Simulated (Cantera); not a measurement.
A closed system holds: 1 mol SiHCl3, 31 mol N2, held at 92.0 Pa.

Method: chemical equilibrium by Gibbs-energy minimisation in Cantera with the NASA 1993 tables (ideal gas, pure condensed phases). Candidate condensed phases: NH4Cl, Si, Si3N4; 28 gas species. N2 is the only nitrogen source here; it is nearly inert below about 1500 K, so the nitride shown seldom forms there in practice. The numbers say what is thermodynamically allowed, not how fast it happens.

Task: Which condensed phases are stable at each of these points (T (K)): 1023, 1173, 1323, 1473, 1623, 1773, 1923, 2073?

Result: 
```
T (K)  condensed phases  Si condensed (%)
-----  ----------------  ----------------
1023           Si3N4(s)              48.1
1173           Si3N4(s)              45.5
1323           Si3N4(s)              16.6
1473           gas only               0.0
1623           gas only               0.0
1773           gas only               0.0
1923           gas only               0.0
2073           gas only               0.0
```

From 1023 K to 1323 K the condensed part is Si3N4(s). From 1473 K to 2073 K nothing is condensed.
